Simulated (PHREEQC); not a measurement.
2.6 g of hydrous ferric oxide (600 m²/g; 0.2 weak and 0.005 strong sites per Fe, Dzombak-Morel constants, diffuse double layer) in 1 kg of water with 0.005 mol/kgw of an inert sodium salt and 0.00015 mol/kgw NaH2PO4, 9.7e-05 mol/kgw MgCl2 and 0.0048 mol/kgw NiCl2, at 25 °C; the pH is set by adding NaOH or the inert anion's acid. Oxygen alone is held at its pressure in air (log pO2 = -0.68). CO2 from the air is kept out. No solid was allowed to form.

Base run: PHREEQC, ion-association model, wateq4f.dat. Each further column changes one thing. The table gives Ni sorbed (%).

```json
[
 {"pH": "4", "base": "0.1", "no electrostatic term (-no_edl)": "0.1", "background salt from 0.005 to 0.0005 mol/kgw": "0.1", "oxide from 2.6 to 13 g/kgw": "0.3", "0.026 mol/kgw ZnSO4 added": "0.0"},
 {"pH": "4.5", "base": "0.5", "no electrostatic term (-no_edl)": "0.8", "background salt from 0.005 to 0.0005 mol/kgw": "0.5", "oxide from 2.6 to 13 g/kgw": "2.3", "0.026 mol/kgw ZnSO4 added": "0.1"},
 {"pH": "5.5", "base": "4.3", "no electrostatic term (-no_edl)": "7.5", "background salt from 0.005 to 0.0005 mol/kgw": "4.3", "oxide from 2.6 to 13 g/kgw": "19.6", "0.026 mol/kgw ZnSO4 added": "1.2"},
 {"pH": "6", "base": "11.8", "no electrostatic term (-no_edl)": "30.3", "background salt from 0.005 to 0.0005 mol/kgw": "11.7", "oxide from 2.6 to 13 g/kgw": "43.3", "0.026 mol/kgw ZnSO4 added": "3.6"},
 {"pH": "6.5", "base": "29.5", "no electrostatic term (-no_edl)": "69.2", "background salt from 0.005 to 0.0005 mol/kgw": "29.2", "oxide from 2.6 to 13 g/kgw": "___", "0.026 mol/kgw ZnSO4 added": "5.0"},
 {"pH": "7.5", "base": "60.4", "no electrostatic term (-no_edl)": "97.8", "background salt from 0.005 to 0.0005 mol/kgw": "59.7", "oxide from 2.6 to 13 g/kgw": "99.5", "0.026 mol/kgw ZnSO4 added": "5.8"},
 {"pH": "8", "base": "67.2", "no electrostatic term (-no_edl)": "99.4", "background salt from 0.005 to 0.0005 mol/kgw": "66.4", "oxide from 2.6 to 13 g/kgw": "99.9", "0.026 mol/kgw ZnSO4 added": "6.2"},
 {"pH": "8.5", "base": "70.0", "no electrostatic term (-no_edl)": "___", "background salt from 0.005 to 0.0005 mol/kgw": "69.1", "oxide from 2.6 to 13 g/kgw": "100.0", "0.026 mol/kgw ZnSO4 added": "8.0"},
 {"pH": "9.5", "base": "70.2", "no electrostatic term (-no_edl)": "99.9", "background salt from 0.005 to 0.0005 mol/kgw": "69.3", "oxide from 2.6 to 13 g/kgw": "100.0", "0.026 mol/kgw ZnSO4 added": "39.3"},
 {"pH": "10", "base": "68.0", "no electrostatic term (-no_edl)": "99.4", "background salt from 0.005 to 0.0005 mol/kgw": "67.3", "oxide from 2.6 to 13 g/kgw": "100.0", "0.026 mol/kgw ZnSO4 added": "52.4"},
 {"pH": "10.5", "base": "65.0", "no electrostatic term (-no_edl)": "95.8", "background salt from 0.005 to 0.0005 mol/kgw": "64.7", "oxide from 2.6 to 13 g/kgw": "100.0", "0.026 mol/kgw ZnSO4 added": "51.2"},
 {"pH": "11.5", "base": "59.1", "no electrostatic term (-no_edl)": "___", "background salt from 0.005 to 0.0005 mol/kgw": "59.3", "oxide from 2.6 to 13 g/kgw": "100.0", "0.026 mol/kgw ZnSO4 added": "39.6"},
 {"pH": "12", "base": "54.4", "no electrostatic term (-no_edl)": "3.8", "background salt from 0.005 to 0.0005 mol/kgw": "54.9", "oxide from 2.6 to 13 g/kgw": "100.0", "0.026 mol/kgw ZnSO4 added": "34.9"}
]
```

Question: What belongs in the gaps?

Answer: 
- 6.5, oxide from 2.6 to 13 g/kgw: 78.7
- 8.5, no electrostatic term (-no_edl): 99.8
- 11.5, no electrostatic term (-no_edl): 23.7

In at least one series the solution becomes supersaturated in solids that the run did not let form, among them Ni(OH)2, Ni3(PO4)2. H3PO4, which wateq4f.dat lacks, is added to it with the constant of phreeqc.dat. The database has no phosphate complexes of Ni. The database has no phosphate complexes of Zn, Ni.
